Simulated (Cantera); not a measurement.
Input (Python, Cantera) and output of one run.

```python
import numpy as np
import cantera as ct

gas_names = [...]  # 109 gases of nasa_gas.yaml made of C, Cl, H, Si
cond_names = """
    C(gr) C6H6(L) C7H8(L) C8H18(L),n-octa Si(cr) Si(L) SiC(b)
""".split()


# ... load() reads the species with a 1 bar reference pressure and builds the phases ...
atoms = {
    '(CH3)2SiCl2': {'C': 2, 'H': 6, 'Si': 1, 'CL': 2},
    'CH4': {'C': 1, 'H': 4},
    'H2': {'H': 2},
}
top_T = {'C(gr)': 4500, 'SiC(b)': 3050}  # K; cautious upper limits of use, not melting points


# ... equilibrate(T, P, feed) seeds the gas with the atoms and calls Mixture.equilibrate('TP', solver="vcs", rtol=1e-11, max_steps=5000) ...
results = []
feed = {'(CH3)2SiCl2': 1, 'CH4': 2.5, 'H2': 420}  # mol
T = 1925  # K
P = 170  # Pa
mix = equilibrate(T, P, feed)
results.append((T, P, feed, dict(zip(mix.species_names, mix.species_moles))))
print(gas.report(threshold=1e-05))
for i in range(1, mix.n_phases):
    print(f"{mix.phase(i).name:16s} {mix.phase_moles(i):12.5e} mol")
```

Result:

```
       temperature   1925 K
          pressure   170 Pa
           density   2.3102e-05 kg/m^3
  mean mol. weight   2.175 kg/kmol
   phase of matter   gas

                          1 kg             1 kmol
                     ---------------   ---------------
          enthalpy        2.5271e+07        5.4963e+07  J
   internal energy        1.7912e+07        3.8958e+07  J
           entropy        1.1079e+05        2.4097e+05  J/K
    Gibbs function         -1.88e+08        -4.089e+08  J
 heat capacity c_p             15477             33661  J/K
 heat capacity c_v             11654             25347  J/K

                      mass frac. Y      mole frac. X     chem. pot. / RT
                     ---------------   ---------------   ---------------
    C2H2,acetylene         0.0053263        0.00044491           -31.134
                CL         0.0013029        7.9937e-05           -30.847
                 H          0.010592          0.022855           -12.883
               HCL          0.075741         0.0045185            -43.73
                H2           0.90061           0.97164           -25.765
                Si         0.0054322        0.00042068           -8.8577
              SiC2        0.00028983        1.2098e-05           -14.226
               SiH        0.00018621        1.3921e-05            -21.74
     [ +101 minor]        0.00051828        1.8397e-05

C(gr)             3.30363e+00 mol
Si(L)             0.00000e+00 mol
SiC(b)            7.95066e-01 mol
```

Equilibrium computed with Cantera from the NASA thermochemical tables; the gas is ideal and each condensed phase is pure. The feed counts by its element totals alone.
